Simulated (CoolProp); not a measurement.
Properties of n-dodecane along the isobar 4140 kPa (Tc = 385.0 °C, pc = 1818 kPa, ω = 0.574).

Model: reference Helmholtz-energy equation of state, Lemmon 2004, in CoolProp. It is a short technical equation, of lower accuracy than the large ones.

| T (°C) | phase | cp (kJ/(kg K)) | cv (kJ/(kg K)) | speed of sound (m/s) | expansivity (1/kK) | fugacity coefficient |
|---|---|---|---|---|---|---|
| 196.65 | liquid | 2.860 | ? | 747.0 | 1.309 | ? |
| 206.65 | liquid | ? | 2.508 | 718.9 | 1.351 | 0.02425 |
| 216.65 | liquid | 2.939 | 2.544 | 691.0 | 1.397 | 0.03050 |
| 226.65 | liquid | 2.978 | 2.579 | 663.4 | 1.447 | 0.03785 |
| 236.65 | liquid | 3.017 | 2.614 | 636.1 | 1.502 | 0.04641 |
| 246.65 | liquid | 3.056 | 2.648 | 609.0 | 1.563 | 0.05626 |
| 256.75 | liquid | 3.095 | 2.682 | 581.8 | 1.630 | 0.06757 |
| 266.75 | liquid | 3.134 | 2.715 | 555.1 | 1.704 | 0.08018 |
| 276.75 | liquid | 3.173 | 2.748 | 528.6 | 1.787 | 0.09425 |
| 286.75 | liquid | 3.212 | 2.780 | 502.4 | 1.879 | 0.1098 |
| 296.75 | liquid | 3.252 | 2.812 | 476.3 | 1.982 | 0.1268 |
| 306.75 | liquid | 3.292 | 2.844 | 450.5 | 2.098 | 0.1452 |
| 316.85 | liquid | 3.332 | ? | 424.7 | 2.230 | 0.1653 |
| 326.85 | liquid | 3.373 | 2.906 | 399.4 | 2.379 | 0.1866 |
| 336.85 | liquid | 3.415 | 2.937 | 374.3 | 2.550 | 0.2091 |
| 346.85 | liquid | 3.457 | 2.967 | 349.7 | 2.746 | 0.2328 |

**Question.** What belongs in the gaps?

**Answer.** 
- 196.65, cv (kJ/(kg K)): 2.472
- 196.65, fugacity coefficient: 0.01901
- 206.65, cp (kJ/(kg K)): 2.899
- 316.85, cv (kJ/(kg K)): 2.876
